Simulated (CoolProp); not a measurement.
Fluoroethane (R161) at several states: Z from the reference equation and from simpler models built on Tc = 375.2 K, pc = 5.010 MPa, ω = 0.216; each cubic takes its own stable root.

Values from CoolProp's reference Helmholtz-energy equation of state, Wu 2012.

| T (K) | p (MPa) | phase | reference | Redlich-Kwong | Soave-Redlich-Kwong | Peng-Robinson |
|---|---|---|---|---|---|---|
| 263.6 | 1.42 | liquid | 0.04007 | 0.04865 | 0.04711 | 0.04162 |
| 331.1 | 0.122 | gas | 0.9869 | 0.9881 | 0.9876 | 0.9865 |
| 142.8 | 2.28 | liquid | 0.09805 | 0.1150 | 0.1143 | 0.1019 |
| 247.6 | 2.86 | liquid | 0.08306 | 0.09949 | 0.09681 | 0.08569 |
| 190.3 | 1.65 | liquid | 0.05696 | 0.06686 | 0.06582 | 0.05850 |
